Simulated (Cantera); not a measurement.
Cantera run:

```python
import numpy as np
import cantera as ct

gas_names = """
    CL CL2 H HCL H2 N NH NH2 NH3 N2 N2H2 N2H4 Si SiCL SiCL2 SiCL3 SiCL4 SiH SiHCL3 SiH2 SiH2CL2 SiH3
    SiH3CL SiH4 SiN Si2 Si2N Si3
""".split()
cond_names = """
    NH4CL(a) NH4CL(b) Si(cr) Si(L) Si3N4(a)
""".split()


# ... load() reads the species with a 1 bar reference pressure and builds the phases ...
atoms = {
    'SiH2Cl2': {'Si': 1, 'H': 2, 'CL': 2},
    'N2': {'N': 2},
}
top_T = {'Si3N4(a)': 2400}  # K; cautious upper limits of use, not melting points


# ... equilibrate(T, P, feed) seeds the gas with the atoms and calls Mixture.equilibrate('TP', solver="vcs", rtol=1e-11, max_steps=5000) ...
results = []
T = 850  # K
P = 1333.22  # Pa
for m in [3.3, 5, 6.6, 8.3, 10, 12, 13, 15, 17, 18]:
    feed = {'SiH2Cl2': 1, 'N2': m}  # mol
    mix = equilibrate(T, P, feed)
    results.append((T, P, feed, dict(zip(mix.species_names, mix.species_moles))))
    x = sorted(zip(gas.X, gas.species_names), reverse=True)
    print(f"T = {T:g} K  P = {P:g} Pa  n(N2) = {m:g} mol  gas = {mix.phase_moles(0):.4g} mol")
    print("   x: " + "  ".join(f"{s} {v:.3e}" for v, s in x if v > 0.0001))
    print("   condensed (mol): " + ("  ".join(f"{mix.phase(i).name} {mix.phase_moles(i):.4g}"
          for i in range(1, mix.n_phases) if mix.phase_moles(i) > 1e-12) or "none"))
```

It prints:

```
T = 850 K  P = 1333.22 Pa  n(N2) = 3.3 mol  gas = 4.554 mol
   x: N2 6.131e-01  HCL 2.301e-01  H2 1.045e-01  SiCL4 5.224e-02
   condensed (mol): Si3N4(a) 0.254
T = 850 K  P = 1333.22 Pa  n(N2) = 5 mol  gas = 6.259 mol
   x: N2 7.161e-01  HCL 1.771e-01  H2 7.122e-02  SiCL4 3.560e-02
   condensed (mol): Si3N4(a) 0.259
T = 850 K  P = 1333.22 Pa  n(N2) = 6.6 mol  gas = 7.862 mol
   x: N2 7.727e-01  HCL 1.460e-01  H2 5.416e-02  SiCL4 2.707e-02
   condensed (mol): Si3N4(a) 0.2623
T = 850 K  P = 1333.22 Pa  n(N2) = 8.3 mol  gas = 9.565 mol
   x: N2 8.123e-01  HCL 1.235e-01  H2 4.281e-02  SiCL4 2.140e-02
   condensed (mol): Si3N4(a) 0.2651
T = 850 K  P = 1333.22 Pa  n(N2) = 10 mol  gas = 11.27 mol
   x: N2 8.401e-01  HCL 1.071e-01  H2 3.518e-02  SiCL4 1.758e-02
   condensed (mol): Si3N4(a) 0.2673
T = 850 K  P = 1333.22 Pa  n(N2) = 12 mol  gas = 13.27 mol
   x: N2 8.637e-01  HCL 9.290e-02  H2 2.891e-02  SiCL4 1.445e-02
   condensed (mol): Si3N4(a) 0.2694
T = 850 K  P = 1333.22 Pa  n(N2) = 13 mol  gas = 14.27 mol
   x: N2 8.731e-01  HCL 8.717e-02  H2 2.649e-02  SiCL4 1.324e-02
   condensed (mol): Si3N4(a) 0.2703
T = 850 K  P = 1333.22 Pa  n(N2) = 15 mol  gas = 16.27 mol
   x: N2 8.884e-01  HCL 7.766e-02  H2 2.262e-02  SiCL4 1.131e-02
   condensed (mol): Si3N4(a) 0.272
T = 850 K  P = 1333.22 Pa  n(N2) = 17 mol  gas = 18.27 mol
   x: N2 9.004e-01  HCL 7.010e-02  H2 1.967e-02  SiCL4 9.834e-03
   condensed (mol): Si3N4(a) 0.2734
T = 850 K  P = 1333.22 Pa  n(N2) = 18 mol  gas = 19.27 mol
   x: N2 9.055e-01  HCL 6.686e-02  H2 1.845e-02  SiCL4 9.222e-03
   condensed (mol): Si3N4(a) 0.2741
```

Cantera equilibrium calculation (NASA polynomials, part measured and part estimated; ideal gas, pure solids and liquids). N2 is the only nitrogen source here; it is nearly inert below about 1500 K, so the nitride shown seldom forms there in practice.
